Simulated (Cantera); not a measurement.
**Fluorocarbon and chlorocarbon gases: c-C4F8 + HCl + H2**

A closed system holds: 1 mol c-C4F8, a varied amount of HCl, 0.42 mol H2, held at 1325 K and 50.0 Pa.

Equilibrium computed with Cantera from the NASA thermochemical tables; the gas is ideal and each condensed phase is pure. Candidate condensed phases: C, C6H6, C7H8, C8H18; 118 gas species. The feed counts by its element totals alone. Gases not in the tables: C2F6 and larger saturated fluorocarbons. The numbers say what is thermodynamically allowed, not how fast it happens.

From 0.015 mol HCl to 0.27 mol HCl the condensed part is C(graphite). The main C-bearing gas is CF4 throughout. The share of C in condensed phases is highest at 0.27 mol HCl (56.7 %) and lowest at 0.015 mol HCl (55.3 %).

```
n(HCl) (mol)  x CF4   x HF     x Cl     x HCl  n C(graphite)
------------  -----  -----  -------  --------  -------------
0.015         0.673  0.321  0.00479  0.000646           2.21
0.04          0.661  0.325   0.0122   0.00168           2.22
0.066         0.648  0.328   0.0194   0.00270           2.22
0.091         0.637  0.332   0.0258   0.00363           2.23
0.12          0.624  0.335   0.0326   0.00468           2.24
0.14          0.616  0.338   0.0371   0.00538           2.24
0.17          0.603  0.342   0.0434   0.00639           2.25
0.19          0.595  0.344   0.0473   0.00705           2.25
0.22          0.584  0.348   0.0530   0.00801           2.26
0.24          0.576  0.350   0.0565   0.00864           2.26
0.27          0.565  0.354   0.0616   0.00956           2.27
```
x: gas mole fraction; n: condensed amount in mol.
